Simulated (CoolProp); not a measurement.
Vapour-liquid equilibrium of cyclopentane (1) + octamethylcyclotetrasiloxane (D4) (2) at 332.1 K; x and y are mole fractions of (1).

The numbers come from the multi-fluid Helmholtz-energy mixture model, Gedanitz 2015 and Thol 2015; pair parameters Bell 2016 in CoolProp.

Q: Give the bubble pressure and the first vapour's composition at x = 0.05, 0.2, 0.275. Is there an azeotrope?

A: x = 0.05: 6.160 kPa, y = 0.812; x = 0.2: 22.10 kPa, y = 0.955; x = 0.275: 30.77 kPa, y = 0.971. No azeotrope shows between x = 0.05 and 0.95.

Pair parameters are fitted to limited data, so mixtures are less certain than the pure fluids.
